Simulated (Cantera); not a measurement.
Charge: 1 mol MgO, 3.1 mol O2, 2.4 mol N2, 0.07 mol SO3, held at 1.00 bar.

Method: chemical equilibrium by Gibbs-energy minimisation in Cantera with the NASA 1993 tables (ideal gas, pure condensed phases). Candidate condensed phases: Mg, MgO, MgS, MgSO4, S; 22 gas species. The numbers say what is thermodynamically allowed, not how fast it happens.

log p: log10 of the partial pressure in bar; n: condensed amount in mol.

```
T (°C)  log p O2  log p N2  log p SO2  log p NO  log p SO3  n MgO(s)
------  --------  --------  ---------  --------  ---------  --------
977        -0.25     -0.37      -1.96     -3.47      -2.84      1.00
1027       -0.25     -0.37      -1.94     -3.32      -2.98      1.00
1077       -0.25     -0.37      -1.93     -3.19      -3.11      1.00
1127       -0.25     -0.37      -1.92     -3.06      -3.24      1.00
1177       -0.25     -0.37      -1.92       [?]        [?]      1.00
1227       -0.25     -0.37      -1.92     -2.83      -3.47      1.00
1277       -0.25     -0.37      -1.91     -2.73      -3.57      1.00
1327       -0.25     -0.37      -1.91       [?]        [?]      1.00
1377       -0.25     -0.37      -1.91     -2.54      -3.77      1.00
1427       -0.25     -0.37      -1.91     -2.46      -3.85      1.00
1477       -0.25     -0.37      -1.91     -2.38      -3.93      1.00
1527       -0.25     -0.37      -1.91     -2.30      -4.01      1.00
1577       -0.25     -0.37      -1.91     -2.23      -4.09      1.00
```

Problem. Complete the blanks.

Solution. 
- 1177, log p NO: -2.94
- 1177, log p SO3: -3.36
- 1327, log p NO: -2.63
- 1327, log p SO3: -3.67
